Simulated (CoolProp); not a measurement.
Dimethyl ether along the isobar 0.101 MPa: fugacity coefficient from the reference equation and from simpler models built on Tc = 127.2 °C, pc = 5.337 MPa, ω = 0.196; each cubic takes its own stable root.

Values from CoolProp's reference Helmholtz-energy equation of state, Wu 2011.

```tsv
T (°C)	phase	reference
-90.95	liquid	0.01600
-76.15	liquid	0.05345
-61.35	liquid	0.1466
-46.65	liquid	0.3424
-31.85	liquid	0.7093
-17.05	gas	0.9684
-2.25	gas	0.9745
12.45	gas	0.9790
27.25	gas	0.9825
42.05	gas	0.9852
56.85	gas	0.9873
71.55	gas	0.9891
86.35	gas	0.9905
```

Task: How far does each simpler model (van der Waals, Redlich-Kwong, Peng-Robinson) lie from the reference over these 13 states: mean and median of the absolute difference, and the worst?

Result: 
- van der Waals: mean 539.7 %, median 1.2 %, worst +4502.5 % at -90.95 °C and 0.101 MPa
- Redlich-Kwong: mean 25.8 %, median 0.7 %, worst +83.2 % at -90.95 °C and 0.101 MPa
- Peng-Robinson: mean 2.0 %, median 0.4 %, worst +10.1 % at -90.95 °C and 0.101 MPa

At some of these states van der Waals, Redlich-Kwong gives the other phase, because its saturation line lies elsewhere.
